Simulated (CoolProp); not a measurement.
Saturation properties of sulfur hexafluoride (Tc = 318.7 K, pc = 37.55 bar, ω = 0.210).

Model: reference Helmholtz-energy equation of state, Guder 2009, in CoolProp.

```
T (K)  p (bar)  liquid density (kg/m³)  liquid cp (kJ/(kg K))  vapour Z  liquid viscosity (µPa s)
-----  -------  ----------------------  ---------------------  --------  ------------------------
230.5        …                    1810                 0.8589    0.9141                       371
240.1    4.417                    1760                 0.8905    0.8893                       320
249.6    6.138                       …                 0.9248    0.8605                         …
259.1    8.314                    1651                 0.9641    0.8271                         …
268.6    11.02                    1590                  1.011    0.7885                       200
278.1    14.32                    1522                  1.073    0.7438                       169
287.6    18.30                    1444                  1.160    0.6915                       143
297.2        …                    1351                  1.311    0.6277                       118
```

Task: Fill in the missing entries.

Result: 
- 230.5, p (bar): 3.074
- 249.6, liquid density (kg/m³): 1708
- 249.6, liquid viscosity (µPa s): 275
- 259.1, liquid viscosity (µPa s): 235
- 297.2, p (bar): 23.11

Viscosity comes from a separate model (Quiñones-Cisneros 2012).
